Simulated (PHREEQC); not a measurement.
Dissolve 0.5 mol/kgw HF, 0.00079 mol/kgw (CH3)4NF and 0.0015 mol/kgw H4SiO4 at 5 °C. Closed to the air; pH follows from the charge balance.

Computed with PHREEQC (ion-association model, phreeqc.dat).

Each row changes one thing in this solution. No solid was allowed to form.

```json
[
 {"case": "as made", "pH": "1.48", "ionic strength (mol/kgw)": "0.0402", "HF (mol/kgw)": "0.435", "HF2- (mol/kgw)": "0.0206", "F- (mol/kgw)": "0.0152", "SI of Quartz (SiO2)": "-12.54"},
 {"case": "0.048 mol/kgw HCl added", "pH": "1.22", "ionic strength (mol/kgw)": "0.0746", "HF (mol/kgw)": "0.457", "HF2- (mol/kgw)": "0.0129", "F- (mol/kgw)": "0.00911", "SI of Quartz (SiO2)": "-12.22"},
 {"case": "diluted 2-fold with water", "pH": "1.72", "ionic strength (mol/kgw)": "0.0229", "HF (mol/kgw)": "0.217", "HF2- (mol/kgw)": "0.00832", "F- (mol/kgw)": "0.0123", "SI of Quartz (SiO2)": "-11.41"},
 {"case": "(CH3)4NF from 0.00079 to 0.000869 mol/kgw", "pH": "1.48", "ionic strength (mol/kgw)": "0.0403", "HF (mol/kgw)": "0.435", "HF2- (mol/kgw)": "0.0206", "F- (mol/kgw)": "0.0152", "SI of Quartz (SiO2)": "-12.54"},
 {"case": "diluted 10-fold with water", "pH": "2.17", "ionic strength (mol/kgw)": "0.00755", "HF (mol/kgw)": "0.0413", "HF2- (mol/kgw)": "0.000809", "F- (mol/kgw)": "0.00629", "SI of Quartz (SiO2)": "-8.59"}
]
```

(CH3)4N+ isn't in the database: it is added as a free cation with an ion size of 4 Å. Away from 25 °C the constants follow the database's enthalpies or fits; those with neither stay at their 25 °C values. SiF6-2 is the database's only silicon fluoride.
